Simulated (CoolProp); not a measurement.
Vapour-liquid equilibrium of carbon dioxide (1) + hydrogen sulfide (2) at -3.75 °C; x and y are mole fractions of (1).

Values from CoolProp's multi-fluid Helmholtz-energy mixture model, Span 1996 and Lemmon 2006; pair parameters Kunz 2012.

Problem. Give the bubble pressure and the first vapour's composition at x = 0.05, 0.5, 0.8. Is there an azeotrope?

Solution. x = 0.05: 11.75 bar, y = 0.229; x = 0.5: 24.64 bar, y = 0.722; x = 0.8: 29.18 bar, y = 0.865. No azeotrope shows between x = 0.05 and 0.95.

Pair parameters are fitted to limited data, so mixtures are less certain than the pure fluids.
